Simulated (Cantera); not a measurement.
Feed: 1 mol ZrO₂, 3.4 mol H₂, 18 mol N₂, held at 1600 K and 22.0 mbar.

These are equilibrium values from Cantera (NASA tables, ideal gas, pure condensed phases), not measurements of a reactor. Candidate condensed phases: H₂O, Zr, ZrN, ZrO₂; 28 gas species. Equilibrium is a limit: real reactors are often held back by kinetics, nucleation or transport.

Base state: N₂ 0.841, H₂ 0.159, H 0.000146 (mole fractions); condensed: ZrO₂(tetragonal).

Problem. What changes in the equilibrium state with this change: temperature from 1600 K to 1875 K?

Solution. 
| species | before | after |
|---|---|---|
| N₂ | 0.841 | 0.840 |
| H₂ | 0.159 | 0.158 |
| H | 0.000146 | 0.00176 |
| ZrO₂(tetragonal), mol | 1.000 | 1.000 |
| ZrN(s), mol | 0 | 0.000102 |
Mutual solubility and eutectic melting of coexisting phases are not modelled. ZrN: taken at fixed stoichiometry. Condensed phases not in the tables: solid solutions among these carbides, nitrides and lower oxides.

Problem. What changes in the equilibrium state with this change: ZrO₂ replaced by PbO?

Solution. 
| species | before | after |
|---|---|---|
| N₂ | 0.841 | 0.804 |
| H₂ | 0.159 | 0.107 |
| Pb | 0 | 0.0446 |
| H₂O | 2.85e-6 | 0.0446 |
| PbO | 0 | 1.32e-5 |
| H | 0.000146 | 0.000120 |
| ZrO₂(tetragonal), mol | 1.000 | 0 |
Further candidate phases: Pb, PbO, PbO₂, Pb₃O₄.
